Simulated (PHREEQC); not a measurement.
A solution holds 0.0039 mol Na2SeO4, 0.15 mol H3PO4 and 0.21 mol NaCl per kg of water, at 25 °C. Closed to the air; pH follows from the charge balance.

The numbers come from PHREEQC with the ion-association model, wateq4f.dat.

This is a speciation only: nothing precipitates in the calculation.

Q: Predict the pH, activity of water, ionic strength.

A: pH 1.54; activity of water 0.989; ionic strength 0.257 mol/kgw.

Q: In which forms is P present?

A: H3PO4 75 %, H2PO4- 25 % of the P.

H3PO4, which wateq4f.dat lacks, is added to it with the constant of phreeqc.dat.
